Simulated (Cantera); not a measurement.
## Thermodynamics of boron, boron nitride and boron oxide, feed B + O₂ + H₂

A closed system holds: 1 mol B, a varied amount of O₂, 1.8 mol H₂, at 577 °C and 4.00 mbar.

Cantera equilibrium calculation (NASA polynomials, part measured and part estimated; ideal gas, pure solids and liquids). Candidate condensed phases: B, B₂O₃, B₃O₃H₃, H₂O; 23 gas species. Gases not in the tables: H₃BO₃. Rates play no part.

```json
[
 {"n(O₂) (mol)": "0.14", "x H₂": "1.000", "x H₂O": "6.23e-10", "x O₂": "<1e-12", "x (HBO₂)₃": "<1e-12", "n B(s)": "0.813", "n B₂O₃(l)": "0.0928"},
 {"n(O₂) (mol)": "0.25", "x H₂": "1.000", "x H₂O": "6.23e-10", "x O₂": "<1e-12", "x (HBO₂)₃": "<1e-12", "n B(s)": "0.666", "n B₂O₃(l)": "0.166"},
 {"n(O₂) (mol)": "0.45", "x H₂": "1.000", "x H₂O": "6.23e-10", "x O₂": "<1e-12", "x (HBO₂)₃": "<1e-12", "n B(s)": "0.399", "n B₂O₃(l)": "0.299"},
 {"n(O₂) (mol)": "0.8", "x H₂": "0.944", "x H₂O": "0.0555", "x O₂": "<1e-12", "x (HBO₂)₃": "5.46e-5", "n B(s)": "0", "n B₂O₃(l)": "0.500"},
 {"n(O₂) (mol)": "1.4", "x H₂": "0.278", "x H₂O": "0.719", "x O₂": "<1e-12", "x (HBO₂)₃": "0.00255", "n B(s)": "0", "n B₂O₃(l)": "0.493"},
 {"n(O₂) (mol)": "2.5", "x H₂": "8.66e-12", "x H₂O": "0.677", "x O₂": "0.321", "x (HBO₂)₃": "0.00233", "n B(s)": "0", "n B₂O₃(l)": "0.491"},
 {"n(O₂) (mol)": "4.5", "x H₂": "3.57e-12", "x H₂O": "0.386", "x O₂": "0.613", "x (HBO₂)₃": "0.00100", "n B(s)": "0", "n B₂O₃(l)": "0.493"}
]
```
x: gas mole fraction; n: condensed amount in mol.

From 0.14 mol O₂ to 0.45 mol O₂ the condensed part is B(s) + B₂O₃(l). From 0.8 mol O₂ to 4.5 mol O₂ the condensed part is B₂O₃(l). The share of B in condensed phases is highest at 0.8 mol O₂ (100.0 %) and lowest at 2.5 mol O₂ (98.2 %).
